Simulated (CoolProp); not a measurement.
A closed Brayton cycle with carbon dioxide: compressor inlet 317.15 K and 8.6 MPa, high pressure 18.8 MPa, turbine inlet 745 K, compressor efficiency 0.85, turbine efficiency 0.9, recuperator effectiveness 0.9 (on enthalpy, no pinch check). Each further row changes one setting.

Values from CoolProp's reference Helmholtz-energy equation of state, Span 1996.

```json
[
 {"case": "as stated", "thermal efficiency (%)": "29.6", "net work (kJ/kg)": "61.8", "compressor to turbine work": "0.33", "compressor exit (K)": "372.3", "turbine exit (K)": "656.3"},
 {"case": "turbine inlet 695 K", "thermal efficiency (%)": "27.8", "net work (kJ/kg)": "54.5", "compressor to turbine work": "0.36", "compressor exit (K)": "372.3", "turbine exit (K)": "609.7"},
 {"case": "compressor inlet 327.15 K", "thermal efficiency (%)": "28.6", "net work (kJ/kg)": "54.5", "compressor to turbine work": "0.41", "compressor exit (K)": "391.8", "turbine exit (K)": "656.3"},
 {"case": "high pressure 16 MPa", "thermal efficiency (%)": "27.6", "net work (kJ/kg)": "51.1", "compressor to turbine work": "0.32", "compressor exit (K)": "360.7", "turbine exit (K)": "674.3"},
 {"case": "recuperator effectiveness 0.5", "thermal efficiency (%)": "18.1", "net work (kJ/kg)": "61.8", "compressor to turbine work": "0.33", "compressor exit (K)": "372.3", "turbine exit (K)": "656.3"}
]
```
